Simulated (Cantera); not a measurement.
Standard-state values (1 bar) from the NASA 1993 polynomials, evaluated with Cantera. Values are per mole of reaction as written; species without (g) are pure solids or liquids, kept so even where they would boil at 1 bar.

Task: Between 2123 and 2623 K, where is each reaction favourable under standard conditions?
- 6 Nb2O5 + 2 NH3(g) ⇌ 3 H2O2(g) + N2(g) + 12 NbO2

Result: 
- 6 Nb2O5 + 2 NH3(g) ⇌ 3 H2O2(g) + N2(g) + 12 NbO2: ΔG° is 869 kJ at 2123 K and 649 kJ at 2623 K; it stays positive (K < 1). ΔH° is 1886 kJ and ΔS° 472 J/K at 2623 K.
